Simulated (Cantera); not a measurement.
Cantera run:

```python
import numpy as np
import cantera as ct

gas_names = """
    N N2 Zr ZrN
""".split()
cond_names = """
    Zr(a) Zr(b) Zr(L) ZrN(s) ZrN(L)
""".split()


# ... load() reads the species with a 1 bar reference pressure and builds the phases ...
atoms = {
    'ZrN': {'Zr': 1, 'N': 1},
    'N2': {'N': 2},
}
top_T = {}  # K; cautious upper limits of use, not melting points


# ... equilibrate(T, P, feed) seeds the gas with the atoms and calls Mixture.equilibrate('TP', solver="vcs", rtol=1e-11, max_steps=5000) ...
results = []
feed = {'ZrN': 1, 'N2': 1.2}  # mol
T = 2698.15  # K
P = 100000  # Pa
mix = equilibrate(T, P, feed)
results.append((T, P, feed, dict(zip(mix.species_names, mix.species_moles))))
x = sorted(zip(gas.X, gas.species_names), reverse=True)
print(f"T = {T:g} K  P = {P:g} Pa  gas = {mix.phase_moles(0):.4g} mol")
print("   x: " + "  ".join(f"{s} {v:.3e}" for v, s in x if v > 0.0001))
print("   condensed (mol): " + ("  ".join(f"{mix.phase(i).name} {mix.phase_moles(i):.4g}"
      for i in range(1, mix.n_phases) if mix.phase_moles(i) > 1e-12) or "none"))
```

Output:

```
T = 2698.15 K  P = 100000 Pa  gas = 1.2 mol
   x: N2 1.000e+00
   condensed (mol): ZrN(s) 1
```

Equilibrium computed with Cantera from the NASA thermochemical tables; the gas is ideal and each condensed phase is pure. ZrN: taken at fixed stoichiometry.
